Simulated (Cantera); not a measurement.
# Gas-phase reforming

A perfectly stirred reactor is fed with 68.5 % CH4, 31.5 % H2O, at 101000 Pa; it is held at 2098 K, and followed from long to short residence time.

Computed with Cantera and GRI-Mech 3.0 (53 species, 325 reactions). GRI-Mech 3.0 stops at C3 and has no aromatics, soot or wall deposition, so with more carbon than oxygen in the feed, carbon stays in small species such as C2H2 where larger ones or solid carbon would form.

```
τ (s)      x CH4    x H2O     x HO2    x C2H      x H     x CO
-------  -------  -------  --------  -------  -------  -------
0.49     0.00451  0.00321    <1e-12  8.40e-6  0.00264    0.155
0.16     0.00740  0.00908    <1e-12  8.60e-6  0.00261    0.150
0.051     0.0126   0.0237    <1e-12  9.21e-6  0.00256    0.138
0.016     0.0214   0.0529  2.06e-12  1.05e-5  0.00246    0.113
0.0053    0.0357   0.0940  6.26e-12  1.21e-5  0.00231   0.0799
0.0017    0.0610    0.141  1.30e-11  1.35e-5  0.00210   0.0454
0.00056    0.104    0.179  1.86e-11  1.34e-5  0.00185   0.0217
0.00018    0.179    0.211  2.16e-11  1.16e-5  0.00154  0.00908
```
x: mole fraction; the columns are a selection and need not sum to one.
